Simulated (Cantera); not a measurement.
A Cantera script and what it prints.

```python
import numpy as np
import cantera as ct

gas_names = """
    CL CL2 H HCL H2 N NH NH2 NH3 N2 N2H2 N2H4 Si SiCL SiCL2 SiCL3 SiCL4 SiH SiHCL3 SiH2 SiH2CL2 SiH3
    SiH3CL SiH4 SiN Si2 Si2N Si3
""".split()
cond_names = """
    NH4CL(a) NH4CL(b) Si(cr) Si(L) Si3N4(a)
""".split()


def load(file, names, dense=False):
    # The tables refer to 1 bar. Condensed volumes are neglected.
    table = {s.name: s for s in ct.Species.list_from_file(file)}
    out = []
    for n in names:
        d = dict(table[n].input_data)
        d["thermo"] = dict(d["thermo"], **{"reference-pressure": 1e5})
        if dense:
            d["equation-of-state"] = {"model": "constant-volume", "density": "1e6 g/cm^3"}
        out.append(ct.Species.from_dict(d))
    return out


gas = ct.Solution(thermo="ideal-gas", species=load("nasa_gas.yaml", gas_names))
cond = {s.name: ct.Solution(thermo="fixed-stoichiometry", species=[s], name=s.name)
        for s in load("nasa_condensed.yaml", cond_names, dense=True)}
atoms = {
    'Si3N4': {'Si': 3, 'N': 4},
    'Cl2': {'CL': 2},
    'N2': {'N': 2},
    'H2': {'H': 2},
}
top_T = {'Si3N4(a)': 2400}  # K; cautious upper limits of use, not melting points


def equilibrate(T, P, feed):
    n = {}
    for name, mol in feed.items():
        for a, k in atoms[name].items():
            n[a] = n.get(a, 0.0) + k * mol
    gas.TPX = T, P, n
    mass = sum(n.values()) * gas.mean_molecular_weight
    gas.equilibrate("TP")
    valid = [c for c in cond.values() if c.min_temp <= T <= top_T.get(c.name, c.max_temp)]
    mix = ct.Mixture([(gas, mass / gas.mean_molecular_weight)] + [(c, 0.0) for c in valid])
    mix.T, mix.P = T, P
    mix.equilibrate("TP", solver="vcs", rtol=1e-11, max_steps=5000)
    return mix


results = []
T = 1673.15  # K
P = 1333.22  # Pa
for m in [1.9, 2.8, 4.1, 5.9, 8.7, 13, 18, 27, 39, 57]:
    feed = {'Si3N4': 1, 'Cl2': 3.8, 'N2': m, 'H2': 7.4}  # mol
    mix = equilibrate(T, P, feed)
    results.append((T, P, feed, dict(zip(mix.species_names, mix.species_moles))))

top = {s: max(r[3][s] / sum(r[3][g] for g in gas_names) for r in results) for s in gas_names}
cols = sorted((s for s in top if top[s] > 0.0001), key=lambda s: -top[s])[:8]
seen = [c for c in cond_names if any(r[3].get(c, 0) > 1e-12 for r in results)]
print("log10 of partial pressures in bar; condensed amounts in mol")
print(f"{'n(N2)':>10s}" + "".join(f"{s[:9]:>10s}" for s in cols + seen))
for T, P, feed, n in results:
    ng = sum(n[g] for g in gas_names)
    print(f"{feed['N2']:10.4g}" + "".join(f"{np.log10(max(n[s] / ng * P / 1e5, 1e-99)):10.3f}" for s in cols)
          + "".join(f"{n.get(c, 0):10.4g}" for c in seen))
```

Result:

```
log10 of partial pressures in bar; condensed amounts in mol
     n(N2)        N2        H2       HCL     SiCL2     SiCL3         H     SiCL4        CL  Si3N4(a)
       1.9    -2.501    -2.264    -2.587    -2.687    -4.177    -5.075    -5.349    -5.505    0.2207
       2.8    -2.429    -2.293    -2.595    -2.722    -4.207    -5.089    -5.372    -5.499    0.2391
       4.1    -2.352    -2.331    -2.612    -2.768    -4.250    -5.109    -5.412    -5.496    0.2592
       5.9    -2.277    -2.379    -2.638    -2.823    -4.307    -5.133    -5.472    -5.499    0.2793
       8.7    -2.199    -2.445    -2.681    -2.896    -4.390    -5.165    -5.566    -5.509    0.3003
        13    -2.125    -2.529    -2.744    -2.987    -4.503    -5.207    -5.699    -5.530    0.3204
        18    -2.073    -2.610    -2.810    -3.073    -4.614    -5.248    -5.836    -5.556    0.3347
        27    -2.020    -2.725    -2.911    -3.194    -4.777    -5.306    -6.042    -5.598    0.3496
        39    -1.982    -2.843    -3.018    -3.315    -4.946    -5.365    -6.258    -5.646    0.3603
        57    -1.951    -2.976    -3.141    -3.449    -5.138    -5.431    -6.508    -5.704    0.3689
```

Method: chemical equilibrium by Gibbs-energy minimisation in Cantera with the NASA 1993 tables (ideal gas, pure condensed phases). The tables' values for SiCl3, SiCl are old estimates; treat these amounts as uncertain.
